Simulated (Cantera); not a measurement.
A Cantera script and what it prints.

```python
import numpy as np
import cantera as ct

gas_names = """
    B BCL BCL2 BCL3 BH BH2 BH3 BO BOCL BO2 B2 B2O B2O2 B2O3 B3O3CL3 B3O3H3 CL CLO CL2 H HBO HBO2 HCL
    HOCL HO2 H2 H2O H2O2 H3B3O6 O OH O2 O3
""".split()
cond_names = """
    B(b) B(L) B2O3(L) B3O3H3(cr) H2O(s) H2O(L)
""".split()


# ... load() reads the species with a 1 bar reference pressure and builds the phases ...
atoms = {
    'BCl3': {'B': 1, 'CL': 3},
    'H2O': {'H': 2, 'O': 1},
}
top_T = {}  # K; cautious upper limits of use, not melting points


# ... equilibrate(T, P, feed) seeds the gas with the atoms and calls Mixture.equilibrate('TP', solver="vcs", rtol=1e-11, max_steps=5000) ...
results = []
feed = {'BCl3': 1, 'H2O': 10}  # mol
for P in [10, 37, 140, 520, 1900, 7200, 27000, 100000]:
    for T in [948, 1098, 1248, 1398, 1548, 1698, 1848, 1998, 2148]:
        mix = equilibrate(T, P, feed)
        results.append((T, P, feed, dict(zip(mix.species_names, mix.species_moles))))

for T, P, feed, n in results:
    print(f"{T:7g} {P:10.4g}  " + (" + ".join(c for c in cond_names if n.get(c, 0) > 1e-12) or "gas only"))
```

It prints:

```
    948         10  B2O3(L)
   1098         10  B2O3(L)
   1248         10  gas only
   1398         10  gas only
   1548         10  gas only
   1698         10  gas only
   1848         10  gas only
   1998         10  gas only
   2148         10  gas only
    948         37  B2O3(L)
   1098         37  B2O3(L)
   1248         37  B2O3(L)
   1398         37  gas only
   1548         37  gas only
   1698         37  gas only
   1848         37  gas only
   1998         37  gas only
   2148         37  gas only
    948        140  B2O3(L)
   1098        140  B2O3(L)
   1248        140  B2O3(L)
   1398        140  gas only
   1548        140  gas only
   1698        140  gas only
   1848        140  gas only
   1998        140  gas only
   2148        140  gas only
    948        520  B2O3(L)
   1098        520  B2O3(L)
   1248        520  B2O3(L)
   1398        520  gas only
   1548        520  gas only
   1698        520  gas only
   1848        520  gas only
   1998        520  gas only
   2148        520  gas only
    948       1900  B2O3(L)
   1098       1900  B2O3(L)
   1248       1900  B2O3(L)
   1398       1900  B2O3(L)
   1548       1900  gas only
   1698       1900  gas only
   1848       1900  gas only
   1998       1900  gas only
   2148       1900  gas only
    948       7200  B2O3(L)
   1098       7200  B2O3(L)
   1248       7200  B2O3(L)
   1398       7200  B2O3(L)
   1548       7200  gas only
   1698       7200  gas only
   1848       7200  gas only
   1998       7200  gas only
   2148       7200  gas only
    948    2.7e+04  B2O3(L)
   1098    2.7e+04  B2O3(L)
   1248    2.7e+04  B2O3(L)
   1398    2.7e+04  B2O3(L)
   1548    2.7e+04  B2O3(L)
   1698    2.7e+04  gas only
   1848    2.7e+04  gas only
   1998    2.7e+04  gas only
   2148    2.7e+04  gas only
    948      1e+05  B2O3(L)
   1098      1e+05  B2O3(L)
   1248      1e+05  B2O3(L)
   1398      1e+05  B2O3(L)
   1548      1e+05  B2O3(L)
   1698      1e+05  gas only
   1848      1e+05  gas only
   1998      1e+05  gas only
   2148      1e+05  gas only
```

Method: chemical equilibrium by Gibbs-energy minimisation in Cantera with the NASA 1993 tables (ideal gas, pure condensed phases). The tables' values for BCl2 are old estimates. Gases not in the tables: H3BO3.
